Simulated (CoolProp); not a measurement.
A single-stage vapour-compression cycle with R124: evaporating at 284.15 K (dew point), condensing at 341.15 K (bubble point), superheat 2 K, subcooling 2 K, compressor efficiency 0.9, no pressure losses. Each further row changes one setting.

The numbers come from the reference Helmholtz-energy equation of state, de Vries 1995 in CoolProp.

```tsv
case	cooling COP	pressure ratio	discharge temperature (K)	refrigerating effect (kJ/kg)	volumetric capacity (kJ/m³)
as stated	(withheld)	4.97	342.0	91.2	1370
evaporating temperature 289.15 K	3.65	(withheld)	341.9	94.1	1670
condensing temperature 336.15 K	3.65	4.42	337.1	97.5	1470
subcooling 7 K	(withheld)	4.97	342.0	97.5	1470
superheat 12 K	3.26	4.97	(withheld)	(withheld)	(withheld)
compressor efficiency 0.8	2.82	4.97	(withheld)	91.2	1370
```

Problem. Complete the blanks.

Solution. 
- as stated, cooling COP: 3.17
- evaporating temperature 289.15 K, pressure ratio: 4.20
- subcooling 7 K, cooling COP: 3.39
- superheat 12 K, discharge temperature (K): 351.2
- superheat 12 K, refrigerating effect (kJ/kg): 98.9
- superheat 12 K, volumetric capacity (kJ/m³): 1420
- compressor efficiency 0.8, discharge temperature (K): 345.5
